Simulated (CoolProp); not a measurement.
Properties of hydrogen chloride along the isobar 0.101 MPa.

Model: reference Helmholtz-energy equation of state, Thol 2018, in CoolProp.

```tsv
T (K)	phase	cv (kJ/(kg K))	expansivity (1/kK)
226.1	gas	0.5871	4.663
256.5	gas	0.5806	4.028
286.8	gas	0.5766	3.563
317.2	gas	0.5743	3.201
347.5	gas	0.5731	2.911
377.8	gas	0.5726	2.670
408.2	gas	0.5727	2.467
438.5	gas	0.5733	2.294
468.8	gas	0.5742	2.143
499.2	gas	0.5756	2.011
529.5	gas	0.5775	1.895
559.9	gas	0.5797	1.791
```
